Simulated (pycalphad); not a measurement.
An equivalent pycalphad script:

```python
from pycalphad import Database, equilibrium, calculate, variables as v
import numpy as np
db = Database('COST507.tdb')
comps = ['MG', 'AL', 'SI', 'VA']
phases = ['ALMG_BETA', 'ALMG_EPS', 'ALMG_GAMMA', 'DIAMOND_A4', 'FCC_A1', 'HCP_A3', 'LIQUID', 'MG2SI']
eq = equilibrium(db, comps, phases, {v.X('AL'): 0.0008, v.X('SI'): 0.0041, v.T: np.arange(1650, 349, -40), v.P: 101325, v.N: 1}, output=['HM', 'SM'])
```

Source of the numbers: pycalphad with the COST 507 light-alloy database (1999); pressure 1 atm. No gas phase is included, though pure Mg would boil below 1377 °C. The database dates from 1999; later assessments differ in places, in temperatures and in the compounds included. Amounts are mole fractions of atoms. Kinetics are ignored, which matters at the lower temperatures.

Results at three of the temperatures:

```
T = 1610.00 K, P = 101325 Pa, N = 1 mol of atoms
G = -99274 J/mol, H = 49695 J/mol, S = 92.53 J/(mol K)  (SER reference)
chemical potentials (J/mol): Mg -98905, Al -181417, Si -172660
phase             fraction      x(Mg)      x(Al)      x(Si)
LIQUID              1.0000     0.9951     0.0008     0.0041
```

```
T = 1330.00 K, P = 101325 Pa, N = 1 mol of atoms
G = -74254 J/mol, H = 40097 J/mol, S = 85.98 J/(mol K)  (SER reference)
chemical potentials (J/mol): Mg -73932, Al -144018, Si -138651
phase             fraction      x(Mg)      x(Al)      x(Si)
LIQUID              1.0000     0.9951     0.0008     0.0041
```

```
T = 1050.00 K, P = 101325 Pa, N = 1 mol of atoms
G = -51270 J/mol, H = 30499 J/mol, S = 77.88 J/(mol K)  (SER reference)
chemical potentials (J/mol): Mg -50997, Al -108506, Si -106258
phase             fraction      x(Mg)      x(Al)      x(Si)
LIQUID              1.0000     0.9951     0.0008     0.0041
```

Changes of the phase set, refined by bisection:

```json
[
 {"T (°C)": "646.0", "phases above": "LIQUID", "phases below": "HCP_A3 + LIQUID"},
 {"T (°C)": "637.9", "phases above": "HCP_A3 + LIQUID", "phases below": "HCP_A3 + LIQUID + MG2SI"},
 {"T (°C)": "637.2", "phases above": "HCP_A3 + LIQUID + MG2SI", "phases below": "HCP_A3 + MG2SI"}
]
```

Database names, with the compositions (at.%) that they take in these runs: MG2SI: Mg 67 Si 33. HCP_A3 is hcp.
